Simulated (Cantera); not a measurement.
Mixture: 2.73 % CH₄, 13.3 % O₂, 83.9 % N₂, at 3300000 Pa, adiabatic and at constant volume. Ignition delay is the time to a rise of 400 K.

Cantera simulation using GRI-Mech 3.0 (53 species, 325 reactions); the numbers are that mechanism's predictions, not measurements. The pressure lies above the range GRI-Mech 3.0 was tuned for (to about 10 atm).

**Question.** Predict: delay at 1175 K; delay at 1325 K; delay at 1475 K; delay at 1625 K; apparent activation energy between 1550 and 1700 K.

**Answer.** 
- delay at 1175 K: 2.19 ms
- delay at 1325 K: 0.387 ms
- delay at 1475 K: 93.4 µs
- delay at 1625 K: 27.5 µs
- apparent activation energy between 1550 and 1700 K: 170 kJ/mol
